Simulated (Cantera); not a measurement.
**Tantalum, niobium, vanadium and zirconium in process gases: Ta(OEt)5 + O2 + H2**

Charge: 1 mol Ta(OEt)5, 5 mol O2, 120 mol H2, at 480000 Pa.

Method: chemical equilibrium by Gibbs-energy minimisation in Cantera with the NASA 1993 tables (ideal gas, pure condensed phases). Candidate condensed phases: C, C6H6, C7H8, C8H18, H2O, Ta, TaC, Ta2O5; 113 gas species. The feed counts by its element totals alone. Kinetics and transport are ignored.

```csv
T (K),x H2,x H2O,x CH4,x CO,x H,n Ta2O5(s),n Ta2O5(l)
925,0.820,0.0989,0.0790,0.00182,1.08e-10,0.500,0
1075,0.864,0.0600,0.0433,0.0307,6.23e-9,0.500,0
1225,0.902,0.0266,0.00991,0.0604,1.35e-7,0.500,0
1375,0.911,0.0184,0.00148,0.0682,1.49e-6,0.500,0
1525,0.912,0.0173,0.000231,0.0695,1.03e-5,0.500,0
1675,0.913,0.0172,4.76e-5,0.0697,5.06e-5,0.500,0
1825,0.912,0.0172,1.27e-5,0.0698,0.000192,0.500,0
1975,0.912,0.0172,4.17e-6,0.0699,0.000596,0.500,0
2125,0.911,0.0173,1.61e-6,0.0699,0.00158,0,0.500
2275,0.909,0.0173,7.09e-7,0.0698,0.00369,0,0.500
2425,0.905,0.0172,3.46e-7,0.0697,0.00777,0,0.497
2575,0.898,0.0173,1.82e-7,0.0694,0.0150,0,0.486
2725,0.886,0.0175,9.95e-8,0.0690,0.0268,0,0.438
```
x: gas mole fraction; n: condensed amount in mol.

From 925 K to 1975 K the condensed part is Ta2O5(s). From 2125 K to 2725 K the condensed part is Ta2O5(l).
